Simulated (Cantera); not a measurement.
**Hydrocarbon pyrolysis for carbon deposition**

A perfectly stirred reactor is fed with CH₄ : N₂ = 1 : 2.3 (molar parts), at 54.0 Torr; it is held at 1523 K, and followed from long to short residence time.

Cantera simulation using GRI-Mech 3.0 (53 species, 325 reactions); the numbers are that mechanism's predictions, not measurements. GRI-Mech 3.0 stops at C3 and has no aromatics, soot or wall deposition, so with more carbon than oxygen in the feed, carbon stays in small species such as C2H2 where larger ones or solid carbon would form.

```csv
τ (s),x CH₄,x C₂H₆,x C₂H₂,x H₂,x H,x HCN,x C₂H
1.3,0.184,0.000107,0.0437,0.135,1.25e-5,7.49e-9,8.75e-9
0.62,0.221,0.000166,0.0286,0.0917,8.77e-6,3.21e-9,5.92e-9
0.29,0.252,0.000236,0.0159,0.0553,5.62e-6,1.18e-9,3.49e-9
0.13,0.276,0.000290,0.00647,0.0273,3.02e-6,3.19e-10,1.55e-9
0.063,0.291,0.000276,0.00192,0.0115,1.39e-6,6.64e-11,5.02e-10
0.030,0.299,0.000181,0.000318,0.00353,4.98e-7,8.46e-12,9.70e-11
0.014,0.302,7.55e-5,2.87e-5,0.000835,1.69e-7,<1e-12,1.25e-11
0.0065,0.303,2.13e-5,1.81e-6,0.000201,7.34e-8,<1e-12,1.35e-12
0.0030,0.303,4.21e-6,9.22e-8,6.14e-5,4.60e-8,<1e-12,<1e-12
```
x: mole fraction; the columns are a selection and need not sum to one.
